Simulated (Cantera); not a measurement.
Charge: 1 mol SiCl4, 0.25 mol NH3, 8.7 mol N2, at 1000 °C and 13300 Pa.

Equilibrium computed with Cantera from the NASA thermochemical tables; the gas is ideal and each condensed phase is pure. Candidate condensed phases: NH4Cl, Si, Si3N4; 28 gas species. The tables' values for SiCl3 are old estimates; treat these amounts as uncertain. The numbers say what is thermodynamically allowed, not how fast it happens.

Base state: N2 0.849, SiCl4 0.0791, HCl 0.0647, H2 0.00406, SiCl3 0.00231, SiCl2 0.000443, SiHCl3 0.000198 (mole fractions); condensed: Si3N4(s).

What changes in the equilibrium state with this change: temperature from 1000 °C to 1052 °C?


| species | before | after |
|---|---|---|
| N2 | 0.849 | 0.848 |
| SiCl4 | 0.0791 | 0.0771 |
| HCl | 0.0647 | 0.0649 |
| SiCl3 | 0.00231 | 0.00417 |
| SiCl2 | 0.000443 | 0.00122 |
| SiHCl3 | 0.000198 | 0.000237 |
| H2 | 0.00406 | 0.00390 |
| Si3N4(s), mol | 0.0525 | 0.0497 |
